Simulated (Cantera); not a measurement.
A perfectly stirred reactor is fed with 7.14 % C₂H₆, 92.9 % N₂, at 0.00355 atm; it is held at 1275 K, and followed from long to short residence time.

Model: GRI-Mech 3.0 (53 species, 325 reactions), integrated in Cantera. GRI-Mech 3.0 stops at C3 and has no aromatics, soot or wall deposition, so with more carbon than oxygen in the feed, carbon stays in small species such as C2H2 where larger ones or solid carbon would form. Radical loss at walls, strong at low pressure, is not modelled.

**Question.** Predict: x(C₂H₆) at τ = 2.90 s; x(CH₂) at τ = 2.90 s; x(C₂H₂) at τ = 2.90 s; x(H) at τ = 2.90 s; x(CH₃) at τ = 2.90 s; x(C₂H₆) at τ = 49.0 ms; x(CH₂) at τ = 49.0 ms; x(C₂H₂) at τ = 49.0 ms; x(H) at τ = 49.0 ms; x(CH₃) at τ = 49.0 ms.

**Answer.** 
```json
{
  "x(C₂H₆) at τ = 2.90 s": "0.00345",
  "x(CH₂) at τ = 2.90 s": "7.35e-8",
  "x(C₂H₂) at τ = 2.90 s": "0.0335",
  "x(H) at τ = 2.90 s": "3.74e-5",
  "x(CH₃) at τ = 2.90 s": "0.000300",
  "x(C₂H₆) at τ = 49.0 ms": "0.0576",
  "x(CH₂) at τ = 49.0 ms": "2.42e-7",
  "x(C₂H₂) at τ = 49.0 ms": "0.000419",
  "x(H) at τ = 49.0 ms": "2.27e-5",
  "x(CH₃) at τ = 49.0 ms": "0.000922"
}
```
